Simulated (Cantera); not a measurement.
# Hydrocarbon pyrolysis for carbon deposition

A perfectly stirred reactor is fed with C2H6 : H2 = 1 : 5.1 (molar parts), at 9.00 Torr; it is held at 1925 K, and followed from long to short residence time.

Cantera simulation using GRI-Mech 3.0 (53 species, 325 reactions); the numbers are that mechanism's predictions, not measurements. GRI-Mech 3.0 stops at C3 and has no aromatics, soot or wall deposition, so with more carbon than oxygen in the feed, carbon stays in small species such as C2H2 where larger ones or solid carbon would form. Radical loss at walls, strong at low pressure, is not modelled.

| τ (s) | x C2H6 | x H2 | x H | x C2H4 | x CH3 | x CH2 | x C2H2 |
|---|---|---|---|---|---|---|---|
| 1.4 | 4.77e-6 | 0.865 | 0.00638 | 4.71e-5 | 0.00108 | 8.04e-6 | 0.120 |
| 0.52 | 1.34e-5 | 0.862 | 0.00607 | 0.000105 | 0.00181 | 1.15e-5 | 0.117 |
| 0.19 | 3.72e-5 | 0.856 | 0.00599 | 0.000257 | 0.00303 | 1.64e-5 | 0.113 |
| 0.069 | 0.000102 | 0.846 | 0.00616 | 0.000626 | 0.00504 | 2.33e-5 | 0.107 |
| 0.025 | 0.000272 | 0.833 | 0.00654 | 0.00146 | 0.00824 | 3.26e-5 | 0.0982 |
| 0.0091 | 0.000711 | 0.816 | 0.00711 | 0.00316 | 0.0131 | 4.49e-5 | 0.0859 |
| 0.0033 | 0.00184 | 0.796 | 0.00783 | 0.00633 | 0.0201 | 6.09e-5 | 0.0701 |
| 0.0012 | 0.00469 | 0.776 | 0.00854 | 0.0114 | 0.0295 | 8.03e-5 | 0.0513 |
| 0.00044 | 0.0119 | 0.762 | 0.00892 | 0.0181 | 0.0404 | 0.000101 | 0.0314 |
x: mole fraction; the columns are a selection and need not sum to one.
